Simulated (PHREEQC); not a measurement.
Brine (model solution)

Solution (10 °C): 3.5 mol MgCl2 and 0.16 mol MgSO4 per kg of water. It is in equilibrium with CO2 at log p = -3.5 (atm). Otherwise closed; pH follows from the charge balance.

Model: Pitzer model, pitzer.dat, run in PHREEQC.

- pH = 4.16
- ionic strength = 11.1 mol/kgw
- activity of water = 0.623
- density = 1.240 g/cm³
- osmotic coefficient = 2.428

```csv
species,molality,activity,log γ
Cl-,7.00,5.29,-0.122
Mg+2,3.66,713,2.290
SO4-2,0.160,0.000219,-2.864
CO2,4.66e-6,1.70e-5,0.562
H+,1.62e-6,6.88e-5,1.628
HCO3-,1.23e-6,5.42e-8,-1.354
MgOH+,1.05e-6,2.52e-6,0.381
HSO4-,6.85e-7,9.57e-7,0.145
MgCO3,1.23e-8,1.23e-8,0.000
OH-,1.96e-9,2.66e-11,-1.866
```

This is a speciation only: nothing precipitates in the calculation. In brines, pH and single-ion activities rest on the MacInnes convention. Constants without temperature data keep their 25 °C values here.
